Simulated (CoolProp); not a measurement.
A simple Rankine cycle with R152A: condensing at 304.15 K, boiler at 2.07 MPa, turbine inlet 352.4 K, turbine efficiency 0.7, pump efficiency 0.8, no recuperator. Each further row changes one setting.

The numbers come from the reference Helmholtz-energy equation of state, Outcalt 1996 in CoolProp. It is a modified Benedict-Webb-Rubin equation, recast in Helmholtz form.

| case | thermal efficiency (%) | net work (kJ/kg) | heat in (kJ/kg) | turbine exit temperature (K) | volume ratio over the turbine |
|---|---|---|---|---|---|
| as stated | 7.3 | 21.7 | 296 | 305.9 | 3.05 |
| turbine inlet 372.4 K | 7.6 | 25.1 | 329 | 329.5 | 2.96 |
| condensing temperature 296.15 K | 8.6 | 26.6 | 310 | 297.6 | 3.85 |
| boiler pressure 1.45 MPa | 5.3 | 16.7 | 315 | 324.8 | 2.05 |
| turbine efficiency 0.6 | 6.2 | 18.3 | 296 | 308.5 | 3.10 |
